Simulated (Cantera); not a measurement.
Cantera run:

```python
import numpy as np
import cantera as ct

gas_names = """
    Hg N NO NO2 NO3 N2 N2O O O2 O3
""".split()
cond_names = """
    Hg(cr) Hg(L) HgO(s)
""".split()


# ... load() reads the species with a 1 bar reference pressure and builds the phases ...
atoms = {
    'HgO': {'Hg': 1, 'O': 1},
    'N2': {'N': 2},
}
top_T = {}  # K; cautious upper limits of use, not melting points


# ... equilibrate(T, P, feed) seeds the gas with the atoms and calls Mixture.equilibrate('TP', solver="vcs", rtol=1e-11, max_steps=5000) ...
results = []
feed = {'HgO': 1, 'N2': 14}  # mol
T = 823  # K
P = 44  # Pa
mix = equilibrate(T, P, feed)
results.append((T, P, feed, dict(zip(mix.species_names, mix.species_moles))))
x = sorted(zip(gas.X, gas.species_names), reverse=True)
print(f"T = {T:g} K  P = {P:g} Pa  gas = {mix.phase_moles(0):.4g} mol")
print("   x: " + "  ".join(f"{s} {v:.3e}" for v, s in x if v > 0.001))
print("   condensed (mol): " + ("  ".join(f"{mix.phase(i).name} {mix.phase_moles(i):.4g}"
      for i in range(1, mix.n_phases) if mix.phase_moles(i) > 1e-12) or "none"))
```

Output:

```
T = 823 K  P = 44 Pa  gas = 15.5 mol
   x: N2 9.032e-01  Hg 6.452e-02  O2 3.226e-02
   condensed (mol): none
```

These are equilibrium values from Cantera (NASA tables, ideal gas, pure condensed phases), not measurements of a reactor.
